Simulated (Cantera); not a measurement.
Feed: 1 mol trisilylamine, 0.13 mol NH3, 41 mol N2, at 17.0 Pa.

Method: chemical equilibrium by Gibbs-energy minimisation in Cantera with the NASA 1993 tables (ideal gas, pure condensed phases). Candidate condensed phases: Si, Si3N4; 18 gas species. The feed counts by its element totals alone. The tables' values for SiN are old estimates; treat these amounts as uncertain. The numbers say what is thermodynamically allowed, not how fast it happens.

x: gas mole fraction; n: condensed amount in mol.

| T (K) | x N2 | x H2 | x Si | x H | x Si2N | x SiN | x SiH | n Si3N4(s) | n Si(s) | n Si(l) |
|---|---|---|---|---|---|---|---|---|---|---|
| 1123 | 0.894 | 0.106 | <1e-12 | 1.06e-6 | <1e-12 | <1e-12 | <1e-12 | 1.00 | 0 | 0 |
| 1198 | 0.894 | 0.106 | 2.38e-11 | 4.75e-6 | <1e-12 | 1.89e-12 | 1.54e-12 | 1.00 | 0 | 0 |
| 1273 | 0.894 | 0.106 | [?] | [?] | 1.05e-12 | 7.14e-11 | [?] | 1.00 | 0 | 0 |
| 1348 | 0.894 | 0.106 | 5.50e-8 | 5.78e-5 | 1.09e-10 | 1.79e-9 | 1.50e-9 | 1.000 | 0 | 0 |
| 1423 | 0.894 | 0.106 | 1.42e-6 | 0.000166 | 6.87e-9 | 3.18e-8 | 2.71e-8 | 1.000 | 0 | 0 |
| 1498 | 0.894 | 0.106 | 2.64e-5 | 0.000429 | 2.84e-7 | 4.22e-7 | 3.63e-7 | 1.000 | 0 | 0 |
| 1573 | 0.898 | 0.101 | [?] | [?] | [?] | 3.82e-6 | [?] | 0 | 2.98 | 0 |
| 1648 | 0.896 | 0.100 | 0.00152 | 0.00216 | 2.38e-5 | 1.35e-5 | 1.15e-5 | 0 | 2.93 | 0 |
| 1723 | 0.891 | 0.0985 | 0.00578 | 0.00439 | 7.02e-5 | 4.00e-5 | 3.40e-5 | 0 | 0 | 2.72 |

Problem. What belongs in the gaps?

Solution. 
- 1273, x Si: 1.44e-9
- 1273, x H: 1.78e-5
- 1273, x SiH: 5.91e-11
- 1573, x Si: 0.000323
- 1573, x H: 0.000991
- 1573, x Si2N: 6.22e-6
- 1573, x SiH: 3.23e-6
